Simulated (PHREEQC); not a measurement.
0.49 g of hydrous ferric oxide (600 m²/g; 0.2 weak and 0.005 strong sites per Fe, Dzombak-Morel constants, diffuse double layer) in 1 kg of water with 0.01 mol/kgw of an inert sodium salt and 4e-05 mol/kgw NiCl2 and 0.00049 mol/kgw Na2SO4, at 25 °C; the pH is set by adding NaOH or the inert anion's acid. O2 is buffered at 0.21 atm. The system is closed to CO2. No solid was allowed to form.

The series has 13 steps of pH, from 4 to 12.

All values are PHREEQC results (ion-association model, wateq4f.dat), not measurements.

Near which pH is half of the Ni sorbed, and on which side is more sorbed?

Near pH 6.2, with more sorbed at higher pH.

Near which pH is half of the S sorbed, and on which side is more sorbed?

Near pH 5.9, with more sorbed at lower pH.
